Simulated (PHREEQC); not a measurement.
PHREEQC input (ion-association model, phreeqc.dat):

```
SOLUTION_MASTER_SPECIES
  Amm  AmmH+  0  AmmH  17.031  # ammonia with no redox link, constants of NH4+
SOLUTION_SPECIES
  AmmH+ = AmmH+
    -log_k 0
    -gamma 2.5 0
    -dw 1.98e-9
  AmmH+ = Amm + H+
    -log_k -9.252
    -delta_h 12.48 kcal
    -analytic 0.6322 -0.001225 -2835.76
    -dw 2.28e-9
  AmmH+ + SO4-2 = AmmHSO4-
    -log_k 1.11
PHASES
  Amm(g)
    Amm = Amm
    -log_k 1.7966
    -analytic -18.758 3.3670e-4 2.5113e3 4.8619 39.192
    -T_c 405.6
    -P_c 111.3
    -Omega 0.25
EXCHANGE_SPECIES
  AmmH+ + X- = AmmHX
    -log_k 0.6
    -gamma 2.5 0
    -delta_h -2.4
SOLUTION 0
  temp 25
  units mmol/kgw
  pH 7 charge
  Cl 1.61
  Amm 1.6
  O(0) 1 O2(g) -0.68
SOLUTION 1-40
  temp 25
  units mmol/kgw
  pH 7 charge
  Cl 26.01
  Na 20
  Mg 3
  O(0) 1 O2(g) -0.68
END
EXCHANGE 1-40
  X 0.00081
  -equilibrate 1
END
SELECTED_OUTPUT 1
  -reset false
  -pH true
  -pe true
  -ionic_strength true
  -water true
  -step true
  -totals Amm Cl Mg Na
  -molalities AmmHX MgX2 NaX
  -saturation_indices Halite
PRINT
  -reset false
TRANSPORT
  -cells 40
  -shifts 160
  -lengths 0.0125
  -time_step 3600
  -dispersivities 0.018
  -boundary_conditions flux flux
  -correct_disp true
  -punch_cells 40
  -punch_frequency 5
END
```

Selected output (columns that matter, 21 of 33 rows; pore volumes added in front):

```
pore volumes	pH	mu	Amm	Cl	Mg	Na	m_MgX2	si_Halite
0	5.0577	0.02901	0	0.02601	0.003	0.02	0.00033735	-4.9939
0.2625	5.0577	0.02901	1.4741e-11	0.02601	0.003	0.02	0.00033735	-4.9939
0.3875	5.0577	0.029006	1.6287e-07	0.026006	0.0029995	0.019997	0.00033736	-4.994
0.6375	5.0564	0.027416	7.1725e-05	0.024594	0.0028217	0.018869	0.00033812	-5.0403
0.7625	5.0534	0.023859	0.00023881	0.021429	0.0024294	0.016322	0.00033984	-5.1557
1.0125	5.0421	0.013363	0.0007371	0.012066	0.0012972	0.0087241	0.00034441	-5.6493
1.2625	5.0294	0.005966	0.0010843	0.005436	0.00053005	0.0032816	0.00034332	-6.3898
1.3875	5.0244	0.0040542	0.0011807	0.0037153	0.00033894	0.0018467	0.00033896	-6.7933
1.6375	5.0183	0.0023364	0.0013033	0.0021706	0.00016585	0.00052556	0.0003244	-7.559
1.7625	5.0169	0.0020146	0.0013482	0.0018858	0.00012879	0.00026999	0.00031595	-7.9063
2.0125	5.0156	0.0017619	0.0014158	0.0016724	8.9508e-05	6.7584e-05	0.00029973	-8.5573
2.2625	5.0151	0.0016923	0.001459	0.0016232	6.9088e-05	1.6066e-05	0.00028557	-9.1934
2.3875	5.015	0.0016781	0.0014741	0.001616	6.2067e-05	7.7238e-06	0.00027928	-9.5133
2.6375	5.0149	0.0016628	0.0014963	0.0016112	5.1597e-05	1.7488e-06	0.00026803	-10.159
2.7625	5.0148	0.0016581	0.0015045	0.0016105	4.7587e-05	8.255e-07	0.00026297	-10.486
3.0125	5.0148	0.0016513	0.0015175	0.0016101	4.1194e-05	1.8177e-07	0.00025377	-11.143
3.2625	5.0147	0.0016463	0.0015273	0.00161	3.6326e-05	3.9559e-08	0.00024556	-11.805
3.3875	5.0147	0.0016443	0.0015314	0.00161	3.4302e-05	1.8396e-08	0.00024176	-12.138
3.6375	5.0147	0.0016409	0.0015383	0.00161	3.0866e-05	3.9593e-09	0.00023469	-12.805
3.7625	5.0146	0.0016394	0.0015412	0.00161	2.9394e-05	1.8335e-09	0.00023138	-13.139
4.0125	5.0146	0.0016368	0.0015463	0.00161	2.6834e-05	3.9222e-10	0.00022515	-13.809
```

Complexes and solids missing from the database can't appear.
